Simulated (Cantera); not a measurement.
An isothermal, constant-pressure homogeneous reactor starts with H2 : O2 = 0.018 : 1 (molar parts), equivalence ratio 0.0090, at 1425 K and 0.0263 atm.

Model: the H2/O2 subset of GRI-Mech 3.0, which has no nitrogen chemistry, integrated in Cantera. Radical loss at walls, strong at low pressure, is not modelled.

x: mole fraction; the columns are a selection and need not sum to one.

```tsv
t (s)	x H2	x O2	x O	x HO2	x H2O2	x H2O
4.00e-6	0.0177	0.982	8.64e-10	?	<1e-12	1.76e-11
1.42e-5	0.0177	0.982	8.00e-9	?	1.75e-12	6.13e-10
5.03e-5	0.0177	0.982	5.52e-8	?	2.14e-11	1.57e-8
0.000179	0.0177	0.982	5.30e-7	?	2.46e-10	4.17e-7
0.000634	0.0175	0.982	9.25e-5	?	2.35e-9	0.000106
0.00225	0.000128	0.966	0.0147	1.31e-6	3.27e-8	0.0159
0.00797	0.000108	0.967	0.0136	1.25e-6	3.11e-8	0.0161
0.0283	8.30e-5	0.971	0.0103	?	2.85e-8	0.0164
0.100	3.93e-5	0.977	0.00472	?	2.13e-8	0.0170
0.356	8.69e-6	0.981	0.00102	?	1.01e-8	0.0175
1.26	1.19e-6	0.982	0.000138	?	2.86e-9	0.0177
4.48	1.79e-7	0.982	2.08e-5	?	7.00e-10	0.0178
15.9	7.47e-8	0.982	8.68e-6	5.94e-8	3.85e-10	0.0178
56.4	7.30e-8	0.982	8.48e-6	5.99e-8	3.79e-10	0.0178
200	7.30e-8	0.982	8.48e-6	5.99e-8	3.79e-10	0.0178
```

**Question.** Complete the blanks.

**Answer.** 
- 4.00e-6, x HO2: 4.56e-9
- 1.42e-5, x HO2: 1.62e-8
- 5.03e-5, x HO2: 5.74e-8
- 0.000179, x HO2: 2.04e-7
- 0.000634, x HO2: 8.03e-7
- 0.0283, x HO2: 1.09e-6
- 0.100, x HO2: 7.28e-7
- 0.356, x HO2: 2.82e-7
- 1.26, x HO2: 7.35e-8
- 4.48, x HO2: 4.73e-8
